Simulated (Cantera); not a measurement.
A perfectly stirred reactor is fed with CO : O2 : H2O : N2 = 0.014 : 0.021 : 0.0019 : 1 (molar parts), equivalence ratio 0.33, at 5.00 bar; it is held at 1398 K, and followed from long to short residence time.

Computed with Cantera and GRI-Mech 3.0 (53 species, 325 reactions).

Q: What does this change do: 0.037 parts H2 added?

A: 
```json
[
 {"quantity": "x(CO) at τ = 0.470 s", "before": "0.000161", "after": "0.00349"},
 {"quantity": "x(O2) at τ = 0.470 s", "before": "0.0137", "after": "2.28e-5"},
 {"quantity": "x(H2O) at τ = 0.470 s", "before": "0.00184", "after": "0.0318"},
 {"quantity": "x(OH) at τ = 0.470 s", "before": "1.28e-5", "after": "9.51e-6"},
 {"quantity": "x(NO2) at τ = 0.470 s", "before": "2.11e-7", "after": "6.43e-12"},
 {"quantity": "x(CO) at τ = 12.0 ms", "before": "0.00199", "after": "0.00386"},
 {"quantity": "x(O2) at τ = 12.0 ms", "before": "0.0145", "after": "0.000172"},
 {"quantity": "x(H2O) at τ = 12.0 ms", "before": "0.00181", "after": "0.0318"},
 {"quantity": "x(OH) at τ = 12.0 ms", "before": "3.34e-5", "after": "5.96e-5"},
 {"quantity": "x(NO2) at τ = 12.0 ms", "before": "5.66e-8", "after": "8.94e-11"}
]
```
The hydrogen kinetics of GRI-Mech 3.0 are dated; newer H2 mechanisms differ, most at raised pressure. The temperature is held fixed by assumption; the heat of reaction is taken as removed at once.
